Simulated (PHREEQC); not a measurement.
PHREEQC input (ion-association model, phreeqc.dat):

```
SOLUTION 1
  temp 80
  units mol/kgw
  pH 7 charge
END
SELECTED_OUTPUT 1
  -reset false
  -pH true
  -pe true
  -ionic_strength true
  -water true
  -totals Ca Mg S S(-2) S(6)
  -molalities H+ Ca+2 Mg+2 SO4-2 OH- O2 HSO4- S-2 HS- H2S
    CaOH+ CaSO4 CaHSO4+ MgOH+ MgSO4
  -equilibrium_phases Gypsum
PRINT
  -reset false
USE solution 1
REACTION 1
  MgSO4 1
  0 0.0417 0.0833 0.125 0.167 0.208 0.25 0.292 0.333 0.375 0.417 0.458 0.5 moles
EQUILIBRIUM_PHASES 1
  Gypsum 0 0.2
  O2(g) -0.68 10
END
```

Selected output (columns that matter, 13 of 13 rows; MgSO4 added (mol) added in front):

```
MgSO4 added (mol)	pH	mu	Ca	Mg	S	m_H+	m_Ca+2	m_Mg+2	m_SO4-2	m_OH-	m_CaSO4	m_MgSO4	Gypsum
0	6.5105	0.036167	0.013583	0	0.013583	3.6166e-07	0.0090419	0	0.0090413	1.0238e-06	0.0045407	0	0.18641
0.0417	6.2123	0.079517	0.011177	0.041683	0.05286	7.4878e-07	0.0066736	0.013205	0.019878	5.5434e-07	0.0045033	0.028476	0.18882
0.0833	6.1661	0.11942	0.010327	0.083269	0.093596	8.5142e-07	0.0058569	0.023996	0.029854	5.2054e-07	0.0044698	0.059269	0.18967
0.125	6.1433	0.1571	0.0098378	0.12496	0.13479	9.1062e-07	0.0053988	0.033874	0.039273	5.097e-07	0.0044389	0.091077	0.19016
0.167	6.128	0.19331	0.009496	0.16694	0.17644	9.5368e-07	0.0050863	0.043239	0.048326	5.0436e-07	0.0044096	0.1237	0.1905
0.208	6.1165	0.22731	0.0092394	0.20793	0.21717	9.8765e-07	0.0048568	0.051968	0.056826	5.0093e-07	0.0043826	0.15596	0.19076
0.25	6.1066	0.26097	0.0090247	0.24992	0.25894	1.0176e-06	0.0046684	0.060572	0.065241	4.9809e-07	0.0043562	0.18934	0.19097
0.292	6.098	0.29361	0.0088425	0.29191	0.30075	1.0443e-06	0.0045114	0.068888	0.0734	4.9548e-07	0.004331	0.22301	0.19115
0.333	6.0904	0.32459	0.0086872	0.3329	0.34158	1.0682e-06	0.0043797	0.076764	0.081145	4.9298e-07	0.0043074	0.25612	0.19131
0.375	6.0831	0.35551	0.0085454	0.37488	0.38343	1.091e-06	0.0042612	0.084613	0.088875	4.9039e-07	0.0042841	0.29026	0.19145
0.417	6.0764	0.38568	0.0084172	0.41687	0.42529	1.1126e-06	0.0041555	0.092262	0.096418	4.8773e-07	0.0042616	0.3246	0.19158
0.458	6.0701	0.41447	0.0083028	0.45786	0.46617	1.1328e-06	0.0040622	0.099552	0.10361	4.8507e-07	0.0042405	0.3583	0.19169
0.5	6.064	0.44333	0.0081945	0.49985	0.50805	1.1526e-06	0.0039749	0.10685	0.11083	4.8227e-07	0.0042195	0.39299	0.1918
```

At this temperature some constants are extrapolated from 25 °C, and those without enthalpy data are left unchanged.
